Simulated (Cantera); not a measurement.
Feed: 1 mol CaCl2, 0.11 mol O2, 52 mol H2, equilibrated at 0.110 Pa.

Cantera equilibrium calculation (NASA polynomials, part measured and part estimated; ideal gas, pure solids and liquids). Candidate condensed phases: Ca, CaCl2, CaO, Ca(OH)2, H2O; 21 gas species. Rates play no part.

At 1850 °C, list the 4 most abundant gas species with their mole fractions, and the condensed phases.

H 0.899, H2 0.0690, Cl 0.0180, Ca 0.00993. Condensed: gas only.
